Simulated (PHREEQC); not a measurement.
A PHREEQC speciation (ion-association model, wateq4f.dat) at 20 °C gives pH 2.23 and these molalities:

```
species  mol/kgw
-------  -------
H+       0.00650
SO4-2    0.00272
HSO4-    0.00106
```

### Question
What are the element totals, and what could have been dissolved in 1 kg of water to give them?

### Answer
Several could match; the one computed here: totals S(6) 0.00378 mol/kgw, from 0.00378 mol H2SO4 per kg of water.

This is a speciation only: nothing precipitates in the calculation. Complexes and solids missing from the database can't appear.
